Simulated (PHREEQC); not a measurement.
A solution holds 0.018 mol/kgw Ag2SO4 and 0.00038 mol/kgw HF, at 22 °C. Closed to the air; pH follows from the charge balance.

All values are PHREEQC results (ion-association model, wateq4f.dat), not measurements.

No solid was allowed to form.

Q: Order these F species by the share of F that they hold, largest first: HF, F-, AgF.

A: F- (80 %), HF (16 %), AgF (4.1 %)

The pH is 3.77 and the ionic strength 0.0461 mol/kgw. Species that the database lacks are ignored.
